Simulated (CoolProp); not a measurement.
Vapour-liquid equilibrium of methanol (1) + ethanol (2) at 2.06 MPa; x and y are mole fractions of (1).

Values from CoolProp's multi-fluid Helmholtz-energy mixture model, de Reuck 1993 and Schroeder 2014; pair parameters Bell 2016.

Give the bubble temperature and the first vapour's composition at x = 0.35, 0.65, 0.95. Is there an azeotrope?

x = 0.35: 176.5 °C, y = 0.400; x = 0.65: 172.3 °C, y = 0.699; x = 0.95: 167.8 °C, y = 0.961. No azeotrope shows between x = 0.05 and 0.95.

The pair parameters rest on a limited set of measurements; away from them the model extrapolates.
